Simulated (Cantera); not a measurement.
An isothermal, constant-pressure homogeneous reactor starts with NO : N2 = 1.4 : 8.5 (molar parts), at 1925 K and 0.0180 bar.

Model: GRI-Mech 3.0 (53 species, 325 reactions), integrated in Cantera. Radical loss at walls, strong at low pressure, is not modelled.

**Question.** Predict: x(NO) at 100 s; x(N2O) at 100 s; x(N2) at 100 s; x(O2) at 100 s; x(O) at 100 s; x(NO2) at 100 s.

**Answer.** 
- x(NO) at 100 s = 0.0224 (gas-phase equilibrium 0.00384)
- x(N2O) at 100 s = 1.81e-7 (gas-phase equilibrium 3.16e-8)
- x(N2) at 100 s = 0.918 (gas-phase equilibrium 0.927)
- x(O2) at 100 s = 0.0592 (gas-phase equilibrium 0.0684)
- x(O) at 100 s = 0.000675 (gas-phase equilibrium 0.000722)
- x(NO2) at 100 s = 3.12e-6 (gas-phase equilibrium 5.77e-7)
